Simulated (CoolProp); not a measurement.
Vapour pressure (kPa) of water: the reference equation beside estimates from Tc = 647.1 K, pc = 22060 kPa, ω = 0.344. Clausius-Clapeyron is anchored at 472.2 K with a constant enthalpy of vaporisation of 35.01 kJ/mol.

Values from CoolProp's reference Helmholtz-energy equation of state, Wagner 2002.

```
T (K)  reference  Clausius-Clapeyron  van der Waals  Soave-Redlich-Kwong  Peng-Robinson
-----  ---------  ------------------  -------------  -------------------  -------------
384.5      150.0               199.4           1812                139.7          144.0
406.4      297.6                   …           2482                285.5          290.4
428.3      545.6               611.1           3303                    …          539.0
450.3      938.8               987.9           4291                936.4              …
472.2       1524                1524              …                 1539           1529
494.2       2367                2267           6800                 2410           2386
516.1       3524                3255           8340                    …           3565
538.1       5081                4543          10090                 5222           5151
```

Fill in the missing entries.


- 406.4, Clausius-Clapeyron: 359.8
- 428.3, Soave-Redlich-Kwong: 535.2
- 450.3, Peng-Robinson: 935.8
- 472.2, van der Waals: 5450
- 516.1, Soave-Redlich-Kwong: 3610

Absolute difference from the reference over all 8 rows, mean and median: Clausius-Clapeyron 11.7 and 9.1 %, van der Waals 423.1 and 307.3 %, Soave-Redlich-Kwong 2.6 and 2.2 %, Peng-Robinson 1.5 and 1.2 %.
